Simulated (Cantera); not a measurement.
Input (Python, Cantera) and output of one run.

```python
import numpy as np
import cantera as ct

gas_names = [...]  # 118 gases of nasa_gas.yaml made of C, Cl, F, H
cond_names = """
    C(gr) C6H6(L) C7H8(L) C8H18(L),n-octa
""".split()


# ... load() reads the species with a 1 bar reference pressure and builds the phases ...
atoms = {
    'CHF3': {'C': 1, 'H': 1, 'F': 3},
    'HCl': {'H': 1, 'CL': 1},
    'H2': {'H': 2},
}
top_T = {'C(gr)': 4500}  # K; cautious upper limits of use, not melting points


# ... equilibrate(T, P, feed) seeds the gas with the atoms and calls Mixture.equilibrate('TP', solver="vcs", rtol=1e-11, max_steps=5000) ...
results = []
feed = {'CHF3': 1, 'HCl': 0.12, 'H2': 0.4}  # mol
T = 2848.15  # K
P = 133.322  # Pa
mix = equilibrate(T, P, feed)
results.append((T, P, feed, dict(zip(mix.species_names, mix.species_moles))))
x = sorted(zip(gas.X, gas.species_names), reverse=True)
print(f"T = {T:g} K  P = {P:g} Pa  gas = {mix.phase_moles(0):.4g} mol")
print("   x: " + "  ".join(f"{s} {v:.3e}" for v, s in x if v > 0.001))
print("   condensed (mol): " + ("  ".join(f"{mix.phase(i).name} {mix.phase_moles(i):.4g}"
      for i in range(1, mix.n_phases) if mix.phase_moles(i) > 1e-12) or "none"))
```

Output:

```
T = 2848.15 K  P = 133.322 Pa  gas = 3.48 mol
   x: HF 5.011e-01  F 3.298e-01  H 4.932e-02  C3 4.239e-02  CL 3.413e-02  CF 2.733e-02  C 8.293e-03  C2 4.178e-03  CF2 1.925e-03
   condensed (mol): C(gr) 0.3861
```

Method: chemical equilibrium by Gibbs-energy minimisation in Cantera with the NASA 1993 tables (ideal gas, pure condensed phases).
